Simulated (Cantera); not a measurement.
Mixture: 8.18 % CH₃OH, 15.4 % O₂, 57.6 % N₂, 18.8 % CO₂, equivalence ratio 0.80, at 7500 Torr, adiabatic and at constant pressure. Ignition delay is the time to a rise of 400 K.

Detailed kinetics in Cantera: GRI-Mech 3.0 (53 species, 325 reactions). GRI-Mech 3.0 was tuned for natural gas; its chemistry of methanol as a main component is partial and can be far from experiment.

### Question
Predict: delay at 1200 K; delay at 1300 K; delay at 1400 K; delay at 1500 K; delay at 1600 K; apparent activation energy between 1500 and 1600 K.

### Answer
| Item | Result |
|---|---|
| delay at 1200 K | 1.62 ms |
| delay at 1300 K | 0.353 ms |
| delay at 1400 K | 0.101 ms |
| delay at 1500 K | 36.3 µs |
| delay at 1600 K | 15.7 µs |
| apparent activation energy between 1500 and 1600 K | 170 kJ/mol |
